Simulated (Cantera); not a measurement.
Input: 1 mol Ca(OH)2, 0.38 mol H2O, held at 1 atm.

Method: chemical equilibrium by Gibbs-energy minimisation in Cantera with the NASA 1993 tables (ideal gas, pure condensed phases). Candidate condensed phases: Ca, CaO, Ca(OH)2, H2O; 14 gas species. Kinetics and transport are ignored.

x: gas mole fraction; n: condensed amount in mol.

```tsv
T (K)	x H2O	x H2	x OH	x O2	n CaO(s)
1398	1.000	7.42e-5	1.08e-5	[?]	1.00
1473	1.000	0.000155	2.63e-5	[?]	1.000
1548	1.000	0.000301	5.89e-5	[?]	1.000
1623	0.999	0.000550	0.000122	[?]	1.000
1698	0.998	0.000954	0.000239	[?]	1.000
1773	0.997	0.00158	0.000439	[?]	1.000
1848	0.996	0.00252	0.000769	[?]	1.000
1923	0.993	0.00386	0.00129	[?]	1.000
1998	0.990	0.00574	0.00207	[?]	1.000
2073	0.985	0.00829	0.00321	[?]	1.000
2148	0.978	0.0116	0.00483	[?]	1.000
2223	0.969	0.0160	0.00705	[?]	0.999
```

Q: Fill in the missing entries.

A: 
- 1398, x O2: 3.44e-5
- 1473, x O2: 7.08e-5
- 1548, x O2: 0.000136
- 1623, x O2: 0.000245
- 1698, x O2: 0.000418
- 1773, x O2: 0.000683
- 1848, x O2: 0.00107
- 1923, x O2: 0.00162
- 1998, x O2: 0.00237
- 2073, x O2: 0.00336
- 2148, x O2: 0.00466
- 2223, x O2: 0.00630
